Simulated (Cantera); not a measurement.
**Equilibrium for silicon nitride deposition: SiCl4 + N2 + H2**

Input: 1 mol SiCl4, 0.6 mol N2, 12 mol H2, at 10.0 mbar.

Cantera equilibrium calculation (NASA polynomials, part measured and part estimated; ideal gas, pure solids and liquids). Candidate condensed phases: NH4Cl, Si, Si3N4; 28 gas species. N2 is the only nitrogen source here; it is nearly inert below about 1500 K, so the nitride shown seldom forms there in practice. The tables' values for SiCl3, SiCl, SiN are old estimates; treat these amounts as uncertain. Gases not in the tables: Si2H6 and higher silanes. The numbers say what is thermodynamically allowed, not how fast it happens.

```csv
T (°C),x H2,x HCl,x SiCl2,x N2,x SiCl4,x H,n Si3N4(s)
477,0.763,0.208,7.45e-11,0.00863,0.0201,2.76e-12,0.240
577,0.755,0.222,1.59e-8,0.00633,0.0166,1.78e-10,0.256
677,0.750,0.231,1.09e-6,0.00482,0.0142,4.82e-9,0.267
777,0.746,0.237,3.30e-5,0.00384,0.0124,7.01e-8,0.273
877,0.743,0.241,0.000518,0.00342,0.0104,6.43e-7,0.276
977,0.739,0.243,0.00404,0.00441,0.00699,4.16e-6,0.269
1077,0.737,0.233,0.0147,0.00933,0.00290,2.05e-5,0.234
1177,0.741,0.202,0.0331,0.0199,0.000808,8.14e-5,0.158
1277,0.750,0.158,0.0559,0.0341,0.000172,0.000273,0.0529
1377,0.754,0.136,0.0672,0.0411,3.90e-5,0.000789,0
1477,0.752,0.136,0.0673,0.0411,1.19e-5,0.00202,0
1577,0.748,0.137,0.0665,0.0410,4.11e-6,0.00466,0
1677,0.740,0.141,0.0637,0.0407,1.60e-6,0.00986,0
1777,0.722,0.148,0.0572,0.0403,6.95e-7,0.0193,0
```
x: gas mole fraction; n: condensed amount in mol.

From 477 °C to 1277 °C the condensed part is Si3N4(s). From 1377 °C to 1777 °C nothing is condensed. The main Si-bearing gas is SiCl4 at 477 °C and SiCl2 at 1777 °C.
